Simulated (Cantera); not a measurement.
A closed system holds: 1 mol PbI₂, 6.5 mol H₂, equilibrated at 2.00 Pa.

These are equilibrium values from Cantera (NASA tables, ideal gas, pure condensed phases), not measurements of a reactor. Candidate condensed phases: I₂, Pb, PbI₂; 10 gas species. The numbers say what is thermodynamically allowed, not how fast it happens. All values below are at 1350 K.

Base state: H₂ 0.684, I 0.205, Pb 0.105, HI 0.00534, PbI 0.00104, H 0.000441 (mole fractions); condensed: gas only.

Q: What changes in the equilibrium state with this change: H₂ from 6.5 to 27 mol?

A: 
| species | before | after |
|---|---|---|
| H₂ | 0.684 | 0.900 |
| I | 0.205 | 0.0647 |
| Pb | 0.105 | 0.0333 |
| PbI | 0.00104 | 0.000105 |
| HI | 0.00534 | 0.00193 |
| H | 0.000441 | 0.000505 |
